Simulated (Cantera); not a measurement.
Charge: 1 mol SiH₂Cl₂, 0.3 mol N₂, 16 mol H₂, equilibrated at 180 Pa.

Points: T (K) = 1748, 1773, 1798, 1823, 1848, 1873, 1898, 1923, 1948, 1973, 1998, 2023, 2048, 2073.

Cantera's Mixture.equilibrate('TP', solver="vcs", rtol=1e-11, max_steps=5000) on the NASA tables stopped like this:

```
ERROR: FAILURE its = 5001!

*******************************************************************************
CanteraError thrown by MultiPhase::equilibrate:
VCS solver failed. Return code: -1
*******************************************************************************
```

Task: What got this run through?

Result: This is not unique; one that fits is The failure is numerical, not chemical. The same input converged with solver="gibbs", rtol=1e-10, max_steps=50000, and the result passed a check of the equilibrium conditions:
```
log10 of partial pressures in bar; condensed amounts in mol
       T/K        H2       HCL         H        Si     SiCL2        N2        CL      SiCL     Si(L)
      1748    -2.796    -3.896    -5.039    -5.837    -4.472    -4.532    -6.251    -6.259     0.633
      1773    -2.797    -3.893    -4.945    -5.672    -4.481    -4.532    -6.154    -6.157    0.6307
      1798    -2.799    -3.890    -4.853    -5.511    -4.490    -4.533    -6.060    -6.059     0.625
      1823    -2.800    -3.888    -4.763    -5.355    -4.499    -4.534    -5.969    -5.963    0.6147
      1848    -2.802    -3.886    -4.676    -5.203    -4.509    -4.535    -5.880    -5.871    0.5982
      1873    -2.804    -3.885    -4.592    -5.055    -4.519    -4.536    -5.794    -5.781    0.5735
      1898    -2.806    -3.885    -4.510    -4.911    -4.530    -4.538    -5.711    -5.695    0.5379
      1923    -2.809    -3.885    -4.430    -4.770    -4.542    -4.540    -5.630    -5.611    0.4878
      1948    -2.813    -3.887    -4.353    -4.634    -4.555    -4.543    -5.552    -5.530    0.4188
      1973    -2.817    -3.889    -4.279    -4.501    -4.569    -4.546    -5.477    -5.451    0.3247
      1998    -2.823    -3.894    -4.206    -4.371    -4.584    -4.551    -5.405    -5.376    0.1975
      2023    -2.830    -3.899    -4.136    -4.245    -4.601    -4.556    -5.335    -5.304   0.02671
      2048    -2.836    -3.885    -4.068    -4.206    -4.663    -4.559    -5.247    -5.298         0
      2073    -2.842    -3.870    -4.001    -4.184    -4.738    -4.562    -5.161    -5.308         0
```

The gas is ideal and each condensed phase is pure. The tables' values for SiCl, SiN, SiCl3 are old estimates; treat these amounts as uncertain. Gases not in the tables: Si2H6 and higher silanes.
